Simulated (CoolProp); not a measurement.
A simple Rankine cycle with R1336mzz(Z): condensing at 288.15 K, boiler at 1.31 MPa, turbine inlet 406.7 K, turbine efficiency 0.7, pump efficiency 0.7, no recuperator. Each further row changes one setting.

Model: reference Helmholtz-energy equation of state, McLinden 2020, in CoolProp.

| case | thermal efficiency (%) | net work (kJ/kg) | heat in (kJ/kg) | turbine exit temperature (K) | volume ratio over the turbine |
|---|---|---|---|---|---|
| as stated | 14.1 | 36.9 | 261 | 345.6 | 31.3 |
| turbine inlet 426.7 K | 14.0 | 40.1 | 286 | 368.3 | 29.3 |
| condensing temperature 280.15 K | 15.1 | 40.8 | 270 | 341.0 | 44.1 |
| boiler pressure 0.917 MPa | 13.0 | 35.1 | 270 | 356.9 | 19.8 |
| turbine efficiency 0.6 | 12.0 | 31.4 | 261 | 351.3 | 31.9 |
